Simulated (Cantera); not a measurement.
## Catalytic combustion on Pt

An isothermal plug-flow reactor at 800 K and 180000 Pa (inlet), inlet velocity 0.46 m/s, active area per volume 140 1/m; feed CO : O2 : N2 : H2O = 0.011 : 0.016 : 0.79 : 0.036 (molar parts), equivalence ratio 0.34.

Computed with Cantera and Deutschmann's 1995 Pt surface mechanism with GRI-Mech 3.0 gas chemistry. Catalytic surfaces can have several steady states; this one follows from the mechanism file's or the stated starting coverage. Mass transfer to the wall is taken as infinitely fast.

| z (m) | x CO | x O2 | x H2O | x CO2 | θ free Pt | θ O* | θ OH* | θ CO* |
|---|---|---|---|---|---|---|---|---|
| 8.5e-05 | 0.0128 | 0.0187 | 0.0422 | 0.000121 | 0.119 | 0.00383 | 0.000629 | 0.876 |
| 0.00016 | 0.0127 | 0.0186 | 0.0422 | 0.000228 | 0.120 | 0.00386 | 0.000632 | 0.876 |
| 0.00032 | 0.0124 | 0.0185 | 0.0422 | 0.000460 | 0.121 | 0.00391 | 0.000639 | 0.875 |
| 0.00061 | 0.0120 | 0.0183 | 0.0422 | 0.000886 | 0.123 | 0.00401 | 0.000653 | 0.873 |
| 0.0012 | 0.0111 | 0.0179 | 0.0422 | 0.00179 | 0.128 | 0.00425 | 0.000685 | 0.867 |
| 0.0023 | 0.00930 | 0.0170 | 0.0423 | 0.00362 | 0.139 | 0.00489 | 0.000768 | 0.855 |
| 0.0044 | 0.00464 | 0.0147 | 0.0424 | 0.00831 | 0.198 | 0.00919 | 0.00126 | 0.792 |
| 0.0085 | 9.25e-5 | 0.0124 | 0.0425 | 0.0129 | 0.0674 | 0.925 | 0.00737 | 0.000104 |
x: gas mole fraction; θ: surface coverage.
